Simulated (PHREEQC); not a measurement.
Solution (25 °C): 0.022 mol Sr(OH)2 per kg of water. Closed to the air; pH follows from the charge balance.

The numbers come from PHREEQC with the ion-association model, phreeqc.dat.

| Quantity | Result |
|---|---|
| pH | 12.52 |
| ionic strength | 0.0622 mol/kgw |
| density | 1.000 g/cm³ |
| total alkalinity | 44.0 meq/kg |

```json
[
 {"species": "OH-", "molality": "0.0421", "activity": "0.0335", "log γ": "-0.099"},
 {"species": "Sr+2", "molality": "0.0201", "activity": "0.00902", "log γ": "-0.348"},
 {"species": "SrOH+", "molality": "0.00189", "activity": "0.00153", "log γ": "-0.090"}
]
```

No solid was allowed to form.
